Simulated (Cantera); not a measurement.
Charge: 1 mol Si3N4, 0.016 mol C, 7.8 mol H2, held at 1000 Pa.

Method: chemical equilibrium by Gibbs-energy minimisation in Cantera with the NASA 1993 tables (ideal gas, pure condensed phases). Candidate condensed phases: C, C6H6, C7H8, C8H18, Si, SiC, Si3N4; 105 gas species. Mutual solubility and eutectic melting of coexisting phases are not modelled. Gases not in the tables: Si2H6 and higher silanes. Kinetics and transport are ignored.

**Question.** Which condensed phases are stable at each of these points (T (°C)): 1702, 1752, 1802, 1852, 1902, 1952, 2002, 2052, 2102, 2152, 2202, 2252, 2302?

**Answer.** 
```json
[
 {"T (°C)": "1702", "condensed phases": "Si(l) + SiC(s)", "Si condensed (%)": "98.7"},
 {"T (°C)": "1752", "condensed phases": "Si(l) + SiC(s)", "Si condensed (%)": "97.7"},
 {"T (°C)": "1802", "condensed phases": "Si(l) + SiC(s)", "Si condensed (%)": "95.9"},
 {"T (°C)": "1852", "condensed phases": "Si(l)", "Si condensed (%)": "92.9"},
 {"T (°C)": "1902", "condensed phases": "Si(l)", "Si condensed (%)": "88.3"},
 {"T (°C)": "1952", "condensed phases": "Si(l)", "Si condensed (%)": "81.0"},
 {"T (°C)": "2002", "condensed phases": "Si(l)", "Si condensed (%)": "69.0"},
 {"T (°C)": "2052", "condensed phases": "Si(l)", "Si condensed (%)": "49.3"},
 {"T (°C)": "2102", "condensed phases": "Si(l)", "Si condensed (%)": "15.8"},
 {"T (°C)": "2152", "condensed phases": "gas only", "Si condensed (%)": "0.0"},
 {"T (°C)": "2202", "condensed phases": "gas only", "Si condensed (%)": "0.0"},
 {"T (°C)": "2252", "condensed phases": "gas only", "Si condensed (%)": "0.0"},
 {"T (°C)": "2302", "condensed phases": "gas only", "Si condensed (%)": "0.0"}
]
```

From 1702 °C to 1802 °C the condensed part is Si(l) + SiC(s). From 1852 °C to 2102 °C the condensed part is Si(l). From 2152 °C to 2302 °C nothing is condensed.
